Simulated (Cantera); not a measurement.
Cantera run:

```python
import numpy as np
import cantera as ct

gas_names = """
    CL CLO CL2 N NO NO2 NO3 N2 N2O O O2 O3 Si SiCL SiCL2 SiCL3 SiCL4 SiN SiO SiO2 Si2 Si2N Si3
""".split()
cond_names = """
    Si(cr) Si(L) SiO2(Lqz) SiO2(hqz) SiO2(L) Si2N2O(s) Si3N4(a)
""".split()


# ... load() reads the species with a 1 bar reference pressure and builds the phases ...
atoms = {
    'SiCl4': {'Si': 1, 'CL': 4},
    'O3': {'O': 3},
    'N2': {'N': 2},
}
top_T = {'Si2N2O(s)': 2100, 'Si3N4(a)': 2400}  # K; cautious upper limits of use, not melting points


# ... equilibrate(T, P, feed) seeds the gas with the atoms and calls Mixture.equilibrate('TP', solver="vcs", rtol=1e-11, max_steps=5000) ...
results = []
feed = {'SiCl4': 1, 'O3': 0.27, 'N2': 52}  # mol
P = 100000  # Pa
for T in [748, 848, 948, 1048, 1148, 1248, 1348, 1448, 1548, 1648, 1748, 1848, 1948, 2048]:
    mix = equilibrate(T, P, feed)
    results.append((T, P, feed, dict(zip(mix.species_names, mix.species_moles))))

top = {s: max(r[3][s] / sum(r[3][g] for g in gas_names) for r in results) for s in gas_names}
cols = sorted((s for s in top if top[s] > 0.001), key=lambda s: -top[s])[:9]
seen = [c for c in cond_names if any(r[3].get(c, 0) > 1e-12 for r in results)]
print("log10 of partial pressures in bar; condensed amounts in mol")
print(f"{'T/K':>10s}" + "".join(f"{s[:9]:>10s}" for s in cols + seen))
for T, P, feed, n in results:
    ng = sum(n[g] for g in gas_names)
    print(f"{T:10.4g}" + "".join(f"{np.log10(max(n[s] / ng * P / 1e5, 1e-99)):10.3f}" for s in cols)
          + "".join(f"{n.get(c, 0):10.4g}" for c in seen))
```

Output:

```
log10 of partial pressures in bar; condensed amounts in mol
       T/K        N2        CL       CL2     SiCL4     SiCL3 SiO2(Lqz) SiO2(hqz)   SiO2(L)
       748    -0.012    -6.499    -1.819    -1.953   -14.967     0.405         0         0
       848    -0.012    -5.482    -1.819    -1.953   -12.743         0     0.405         0
       948    -0.012    -4.676    -1.819    -1.953   -10.991         0     0.405         0
      1048    -0.012    -4.023    -1.820    -1.953    -9.576         0     0.405         0
      1148    -0.012    -3.484    -1.824    -1.953    -8.408         0     0.405         0
      1248    -0.012    -3.032    -1.833    -1.953    -7.427         0     0.405         0
      1348    -0.012    -2.653    -1.853    -1.954    -6.587         0     0.405         0
      1448    -0.013    -2.337    -1.892    -1.954    -5.854         0     0.405         0
      1548    -0.013    -2.078    -1.961    -1.955    -5.200         0     0.405         0
      1648    -0.014    -1.876    -2.074    -1.957    -4.601         0     0.405         0
      1748    -0.016    -1.730    -2.240    -1.961    -4.042         0         0     0.405
      1848    -0.017    -1.633    -2.456    -1.971    -3.516         0         0    0.4049
      1948    -0.018    -1.568    -2.695    -2.002    -3.045         0         0    0.4039
      2048    -0.019    -1.505    -2.901    -2.091    -2.686         0         0    0.3937
```

Equilibrium computed with Cantera from the NASA thermochemical tables; the gas is ideal and each condensed phase is pure. The tables' values for SiCl3 are old estimates; treat these amounts as uncertain. The tables hold silica as quartz up to 1696 K and as liquid above; real silica turns to tridymite and cristobalite and melts near 1996 K.
